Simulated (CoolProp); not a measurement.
Vapour-liquid equilibrium of CHF3 (R23) (1) + R143a (2) at 2.08 bar; x and y are mole fractions of (1).

Computed with CoolProp (multi-fluid Helmholtz-energy mixture model, Penoncello 2003 and Lemmon and Jacobsen 2000; pair parameters Bell 2016).

Problem. Give the bubble temperature and the first vapour's composition at x = 0.2, 0.35, 0.65. Is there an azeotrope?

Solution. x = 0.2: -43.6 °C, y = 0.526; x = 0.35: -51.3 °C, y = 0.731; x = 0.65: -61.5 °C, y = 0.912. No azeotrope shows between x = 0.05 and 0.95.

Pair parameters are fitted to limited data, so mixtures are less certain than the pure fluids. The gap from Raoult's law changes sign with composition, which may be real or a fault of the pair parameters; it wasn't checked against measurements.
